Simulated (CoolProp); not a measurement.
Computed with CoolProp (reference Helmholtz-energy equation of state, McLinden 2020).

Question: For R1336mzz(Z), give the phase and the cp (kJ/(kg K)), Joule-Thomson coefficient (K/MPa) at 487.1 K and 2.72 MPa; 487.1 K and 3.27 MPa.

Answer: 
- 487.1 K and 2.72 MPa: gas; cp 1.33, Joule-Thomson coefficient 9.83
- 487.1 K and 3.27 MPa: supercritical; cp 1.45, Joule-Thomson coefficient 10.4
